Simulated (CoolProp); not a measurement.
Vapour-liquid equilibrium of dimethyl ether (1) + chloromethane (R40) (2) at 681 kPa; x and y are mole fractions of (1).

Values from CoolProp's multi-fluid Helmholtz-energy mixture model, Wu 2011 and Thol 2014; pair parameters Bell 2016.

Task: Give the bubble temperature and the first vapour's composition at x = 0.425, 0.725, 0.875. Is there an azeotrope?

Result: x = 0.425: 305.4 K, y = 0.422; x = 0.725: 304.8 K, y = 0.743; x = 0.875: 304.1 K, y = 0.890. y crosses x between x = 0.425 and 0.5: the model has an azeotrope there.

Pair parameters are fitted to limited data, so mixtures are less certain than the pure fluids.
